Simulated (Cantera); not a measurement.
Thermodynamics of nitride etching, feed BN + F2 + H2 + Cl2

Charge: 1 mol BN, 11 mol F2, 5.1 mol H2, 37 mol Cl2, equilibrated at 24.0 mbar.

Method: chemical equilibrium by Gibbs-energy minimisation in Cantera with the NASA 1993 tables (ideal gas, pure condensed phases). Candidate condensed phases: B, BN, NH4Cl; 40 gas species. Rates play no part.

From 650 °C to 1050 °C nothing is condensed. The main B-bearing gas is BF3 throughout.

| T (°C) | log p Cl2 | log p HF | log p ClF | log p Cl | log p BF3 | log p N2 |
|---|---|---|---|---|---|---|
| 650 | -1.83 | -2.34 | -2.40 | -4.87 | -3.35 | -3.65 |
| 700 | -1.83 | -2.34 | -2.40 | -4.51 | -3.35 | -3.65 |
| 750 | -1.83 | -2.34 | -2.40 | -4.18 | -3.35 | -3.65 |
| 800 | -1.83 | -2.34 | -2.40 | -3.89 | -3.35 | -3.65 |
| 850 | -1.84 | -2.34 | -2.41 | -3.62 | -3.35 | -3.65 |
| 900 | -1.84 | -2.34 | -2.41 | -3.37 | -3.35 | -3.65 |
| 950 | -1.85 | -2.34 | -2.42 | -3.15 | -3.35 | -3.65 |
| 1000 | -1.86 | -2.35 | -2.43 | -2.94 | -3.36 | -3.66 |
| 1050 | -1.87 | -2.35 | -2.44 | -2.76 | -3.36 | -3.66 |
log p: log10 of the partial pressure in bar; nothing condenses.
